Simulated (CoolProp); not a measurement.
Computed with CoolProp (reference Helmholtz-energy equation of state, Lemmon 2005). It is a short technical equation, of lower accuracy than the large ones.

Q: For isobutene, give the phase and the speed of sound (m/s), expansivity (1/kK) at 263.5 K and 100 bar; 263.5 K and 335 bar; 263.5 K and 402 bar.

A: 
- 263.5 K and 100 bar: liquid; speed of sound 1150, expansivity 1.60
- 263.5 K and 335 bar: liquid; speed of sound 1320, expansivity 1.31
- 263.5 K and 402 bar: liquid; speed of sound 1350, expansivity 1.26
